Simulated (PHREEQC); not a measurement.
**Buffer (model solution)**

Dissolve 0.0015 mol/kgw H3PO4, 0.0092 mol/kgw NaOH and 0.036 mol/kgw NaCl at 25 °C and 50 atm. Closed to the air; pH follows from the charge balance.

Model: ion-association model, phreeqc.dat, run in PHREEQC.

Precipitation was switched off in this run.

Question: What pH, ionic strength, specific conductance does the model give?

Answer: pH 11.64; ionic strength 0.0477 mol/kgw; specific conductance 5490 µS/cm.

Question: In which forms is P present?

Answer: HPO4-2 61 %, PO4-3 36 %, NaHPO4- 2.4 % of the P.

Complexes and solids missing from the database can't appear. Under pressure, the constants of complexes without a molar volume in the database are unreliable.
